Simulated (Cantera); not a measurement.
Mixture: H2 : O2 : N2 = 1 : 0.633 : 2.47 (molar parts), equivalence ratio 0.79, at 4.93 atm, adiabatic and at constant volume. Ignition delay is the time to a rise of 400 K.

Cantera simulation using GRI-Mech 3.0 (53 species, 325 reactions); the numbers are that mechanism's predictions, not measurements. The hydrogen kinetics of GRI-Mech 3.0 are dated; newer H2 mechanisms differ, most at raised pressure. Where the delays flatten at high temperature, the 400 K rule measures the pace of heat release, not the induction time.

Question: Predict: delay at 1225 K; delay at 1325 K; delay at 1425 K; delay at 1525 K; delay at 1625 K.

Answer: 
```
Quantity           Value
---------------  -------
delay at 1225 K  11.8 µs
delay at 1325 K  5.73 µs
delay at 1425 K  3.62 µs
delay at 1525 K  2.58 µs
delay at 1625 K  1.99 µs
```
